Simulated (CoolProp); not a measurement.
A Linde-Hampson liquefier for ethane: isothermal reversible compression at 320 K from 1 atm to 15 MPa, throttling to 1 atm, return gas leaving the recuperator 10 K below the feed. Each further row changes one setting.

Values from CoolProp's reference Helmholtz-energy equation of state, Bücker 2006.

```csv
case,liquid yield per pass,compression work (kJ/kg of gas)
as stated,0.443,353
high pressure 30 MPa,0.453,390
warm-end temperature 350 K,0.342,414
warm-end gap 15 K,0.435,353
```
